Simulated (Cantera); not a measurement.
A perfectly stirred reactor is fed with H2 : O2 = 0.017 : 1 (molar parts), equivalence ratio 0.0085, at 0.0316 atm; it is held at 1348 K, and followed from long to short residence time.

Model: GRI-Mech 3.0 (53 species, 325 reactions), integrated in Cantera. Radical loss at walls, strong at low pressure, is not modelled.

x: mole fraction; the columns are a selection and need not sum to one.

| τ (s) | x H2 | x O2 | x H2O | x H | x O |
|---|---|---|---|---|---|
| 18 | 5.00e-6 | 0.983 | 0.0167 | 1.59e-6 | 0.000210 |
| 4.7 | 1.14e-5 | 0.982 | 0.0166 | 5.98e-6 | 0.000509 |
| 1.2 | 2.56e-5 | 0.982 | 0.0165 | 2.23e-5 | 0.00122 |
| 0.32 | 5.49e-5 | 0.980 | 0.0163 | 7.44e-5 | 0.00272 |
| 0.084 | 0.000117 | 0.977 | 0.0159 | 0.000216 | 0.00548 |
| 0.022 | ___ | 0.973 | 0.0154 | ___ | ___ |
| 0.0057 | ___ | 0.970 | 0.0146 | ___ | 0.0113 |
| 0.0015 | 0.00186 | 0.970 | 0.0129 | 0.00105 | 0.0110 |
| 0.00039 | 0.00561 | 0.973 | 0.00898 | 0.00102 | 0.00776 |

Some entries are withheld; supply them.


- 0.022, x H2: 0.000257
- 0.022, x H: 0.000481
- 0.022, x O: 0.00900
- 0.0057, x H2: 0.000647
- 0.0057, x H: 0.000790
